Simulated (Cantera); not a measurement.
Charge: 1 mol (CH₃)₂SiCl₂, 0.0051 mol C₃H₈, 1700 mol H₂, at 1000 Pa.

These are equilibrium values from Cantera (NASA tables, ideal gas, pure condensed phases), not measurements of a reactor. Candidate condensed phases: C, C₆H₆, C₇H₈, C₈H₁₈, Si, SiC; 109 gas species. The feed counts by its element totals alone. The numbers say what is thermodynamically allowed, not how fast it happens.

Q: What share of the Si ends up in condensed phases as a function of T (K), at 973, 1173, 1373, 1573, 1773, 1973, 2173, 2373, 2573?

A: 
```
T (K)  Si condensed (%)      as
-----  ----------------  ------
973               100.0  SiC(s)
1173              100.0  SiC(s)
1373              100.0  SiC(s)
1573              100.0  SiC(s)
1773               99.0  SiC(s)
1973               60.4  SiC(s)
2173                0.0       -
2373                0.0       -
2573                0.0       -
```
